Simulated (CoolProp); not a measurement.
Vapour-liquid equilibrium of R22 (1) + R152A (2) at 44.8 kPa; x and y are mole fractions of (1).

Values from CoolProp's multi-fluid Helmholtz-energy mixture model, Kamei 1995 and Outcalt 1996; pair parameters Bell 2016.

Task: Give the bubble temperature and the first vapour's composition at x = 0.35, 0.5, 0.95. Is there an azeotrope?

Result: x = 0.35: 226.2 K, y = 0.530; x = 0.5: 223.8 K, y = 0.692; x = 0.95: 217.0 K, y = 0.983. No azeotrope shows between x = 0.05 and 0.95.

Pair parameters are fitted to limited data, so mixtures are less certain than the pure fluids.
